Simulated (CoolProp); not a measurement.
Vapour-liquid equilibrium of toluene (1) + o-xylene (2) at 458.2 K; x and y are mole fractions of (1).

Values from CoolProp's multi-fluid Helmholtz-energy mixture model, Lemmon 2006 and Zhou 2012; pair parameters Bell 2016.

```csv
x,bubble pressure (bar),y at the bubble point,dew pressure at overall composition x (bar),liquid density (mol/L)
0.05,2.803,0.093,2.738,6.891
0.2,3.239,0.329,2.985,6.990
0.35,3.692,0.515,3.283,7.090
0.5,4.153,0.663,3.650,7.191
0.65,4.616,0.784,4.107,7.294
0.8,5.079,0.885,4.685,7.401
0.95,5.544,0.973,5.418,7.511
```

No azeotrope shows between x = 0.05 and 0.95.

Pair parameters are fitted to limited data, so mixtures are less certain than the pure fluids.
